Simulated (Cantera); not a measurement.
A Cantera script and its output.

```python
import numpy as np
import cantera as ct

gas = ct.Solution("gri30.yaml")


def delay(T, t_max=10):
    gas.TPX = T, 120000, {'H2': 1, 'O2': 0.909, 'N2': 5.27, 'NO': 0.024}
    reactor = ct.IdealGasConstPressureReactor(gas, clone=False)
    net = ct.ReactorNet([reactor])
    net.rtol, net.atol = 1e-8, 1e-16
    while net.time < t_max:
        t_old, T_old = net.time, reactor.T
        net.step()
        if reactor.T > T + 400:  # ignition: a rise of 400 K
            return t_old + (T + 400 - T_old) / (reactor.T - T_old) * (net.time - t_old)
    return np.nan


taus = []
for T in [1150, 1225, 1300, 1375, 1450, 1525, 1600, 1675]:
    taus.append(delay(T))
    print(f"T0 = {T:6g} K   tau = {taus[-1]:.4e} s")
```

Output:

```
T0 =   1150 K   tau = 7.5744e-05 s
T0 =   1225 K   tau = 5.3550e-05 s
T0 =   1300 K   tau = 4.1829e-05 s
T0 =   1375 K   tau = 3.5572e-05 s
T0 =   1450 K   tau = 3.2504e-05 s
T0 =   1525 K   tau = 3.1483e-05 s
T0 =   1600 K   tau = 3.1895e-05 s
T0 =   1675 K   tau = 3.3391e-05 s
```

Computed with Cantera and GRI-Mech 3.0 (53 species, 325 reactions). The mechanism lacks 2 NO + O2 → 2 NO2 and HONO, so NO2 and the effect of NO are under-described below about 1400 K. Where the delays flatten at high temperature, the 400 K rule measures the pace of heat release, not the induction time.
